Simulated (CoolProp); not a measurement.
1000 sccm (0 °C, 1 atm) of nitrogen bubbles through liquid dimethyl carbonate at 329.1 K and leaves saturated at a total pressure of 0.0995 MPa (ideal gas phase). Each further row changes one setting.

Computed with CoolProp (reference Helmholtz-energy equation of state, Zhou 2011).

| case | vapour pressure (kPa) | mole fraction of vapour | delivery (mg/min) | delivery (sccm) | change of delivery for a bath 1 K warmer (%) |
|---|---|---|---|---|---|
| as stated | 29.7 | 0.299 | 1710 | 426 | 6.0 |
| bath temperature 334.1 K | 36.3 | 0.365 | 2310 | 574 | 6.4 |
| total pressure 0.199 MPa | 29.7 | 0.149 | 706 | 176 | 4.9 |
